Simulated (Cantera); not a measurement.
**N2O furnace oxynitridation**

An isothermal, constant-pressure homogeneous reactor starts with 100 % N₂O, at 1298 K and 825 Torr.

Cantera simulation using GRI-Mech 3.0 (53 species, 325 reactions); the numbers are that mechanism's predictions, not measurements. GRI-Mech 3.0 was tuned for natural gas; its chemistry of N2O as a main component is partial and can be far from experiment. The mechanism lacks the step 2 NO + O2 → 2 NO2, which can matter for NO2 below about 1400 K. The temperature is held fixed by assumption; the heat of reaction is taken as removed at once.

| t (s) | x N₂O | x NO₂ | x O₂ | x NO | x N₂ | x O |
|---|---|---|---|---|---|---|
| 0.000600 | 0.997 | 2.74e-7 | 0.000899 | 0.000311 | 0.00196 | 6.99e-6 |
| 0.00145 | 0.992 | 1.48e-6 | 0.00218 | 0.000752 | 0.00474 | 6.99e-6 |
| 0.00351 | 0.982 | 7.16e-6 | 0.00523 | 0.00180 | 0.0114 | 6.97e-6 |
| 0.00850 | 0.956 | 2.81e-5 | 0.0124 | 0.00427 | 0.0270 | 6.91e-6 |
| 0.0206 | 0.899 | 8.44e-5 | 0.0287 | 0.00979 | 0.0625 | 6.76e-6 |
| 0.0498 | 0.779 | 0.000202 | 0.0628 | 0.0211 | 0.136 | 6.41e-6 |
| 0.120 | 0.571 | 0.000398 | 0.123 | 0.0398 | 0.266 | 5.64e-6 |
| 0.292 | 0.306 | 0.000619 | 0.200 | 0.0605 | 0.432 | 4.15e-6 |
| 0.706 | 0.0982 | 0.000745 | 0.264 | 0.0714 | 0.565 | 2.01e-6 |
| 1.71 | 0.0125 | 0.000813 | 0.293 | 0.0720 | 0.622 | 3.98e-7 |
| 4.13 | 0.000154 | 0.000964 | 0.297 | 0.0715 | 0.631 | 9.30e-8 |
| 10.0 | 1.44e-6 | 0.000971 | 0.297 | 0.0714 | 0.631 | 8.93e-8 |
x: mole fraction; the columns are a selection and need not sum to one.

Equilibrium at this temperature and pressure: N₂O 2.91e-8, NO₂ 6.55e-6, O₂ 0.333, NO 0.000455, N₂ 0.666, O 9.45e-8 (gas phase only).
